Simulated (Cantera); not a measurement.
Source: NASA polynomial tables (part measured, part estimated), evaluated in Cantera. Values are per mole of reaction as written; species without (g) are pure solids or liquids, kept so even where they would boil at 1 bar.

Problem. Between 300 and 1200 K, where is each reaction favourable under standard conditions?
- 3 Pb(g) + 2 NF3(g) ⇌ 2 N(g) + 3 PbF2

Solution. 
- 3 Pb(g) + 2 NF3(g) ⇌ 2 N(g) + 3 PbF2: ΔG° is -1287 kJ at 300 K and -1019 kJ at 1200 K; it stays negative (K > 1). ΔH° is -1250 kJ and ΔS° -192 J/K at 1200 K.
